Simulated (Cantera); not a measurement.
Equilibrium for nitride etching: BN + H₂O + NF₃

Feed: 1 mol BN, 11 mol H₂O, 17 mol NF₃, held at 10.0 mbar.

Cantera equilibrium calculation (NASA polynomials, part measured and part estimated; ideal gas, pure solids and liquids). Candidate condensed phases: B, BN, B₂O₃, B₃O₃H₃, H₂O; 62 gas species. Equilibrium is a limit: real reactors are often held back by kinetics, nucleation or transport.

From 1448 K to 2048 K nothing is condensed. The main B-bearing gas is BF₃ throughout.

```json
[
 {"T (K)": "1448", "log p F": "-2.39", "log p HF": "-2.46", "log p N₂": "-2.85", "log p O₂": "-3.06", "log p BF₃": "-3.80"},
 {"T (K)": "1498", "log p F": "-2.39", "log p HF": "-2.46", "log p N₂": "-2.85", "log p O₂": "-3.06", "log p BF₃": "-3.80"},
 {"T (K)": "1548", "log p F": "-2.39", "log p HF": "-2.46", "log p N₂": "-2.85", "log p O₂": "-3.06", "log p BF₃": "-3.80"},
 {"T (K)": "1598", "log p F": "-2.39", "log p HF": "-2.46", "log p N₂": "-2.85", "log p O₂": "-3.06", "log p BF₃": "-3.80"},
 {"T (K)": "1648", "log p F": "-2.39", "log p HF": "-2.46", "log p N₂": "-2.85", "log p O₂": "-3.06", "log p BF₃": "-3.80"},
 {"T (K)": "1698", "log p F": "-2.39", "log p HF": "-2.46", "log p N₂": "-2.85", "log p O₂": "-3.06", "log p BF₃": "-3.80"},
 {"T (K)": "1748", "log p F": "-2.39", "log p HF": "-2.46", "log p N₂": "-2.85", "log p O₂": "-3.07", "log p BF₃": "-3.80"},
 {"T (K)": "1798", "log p F": "-2.39", "log p HF": "-2.46", "log p N₂": "-2.85", "log p O₂": "-3.07", "log p BF₃": "-3.80"},
 {"T (K)": "1848", "log p F": "-2.39", "log p HF": "-2.46", "log p N₂": "-2.85", "log p O₂": "-3.07", "log p BF₃": "-3.80"},
 {"T (K)": "1898", "log p F": "-2.39", "log p HF": "-2.46", "log p N₂": "-2.85", "log p O₂": "-3.07", "log p BF₃": "-3.80"},
 {"T (K)": "1948", "log p F": "-2.39", "log p HF": "-2.46", "log p N₂": "-2.85", "log p O₂": "-3.07", "log p BF₃": "-3.80"},
 {"T (K)": "1998", "log p F": "-2.39", "log p HF": "-2.46", "log p N₂": "-2.85", "log p O₂": "-3.07", "log p BF₃": "-3.80"},
 {"T (K)": "2048", "log p F": "-2.39", "log p HF": "-2.46", "log p N₂": "-2.85", "log p O₂": "-3.08", "log p BF₃": "-3.80"}
]
```
log p: log10 of the partial pressure in bar; nothing condenses.
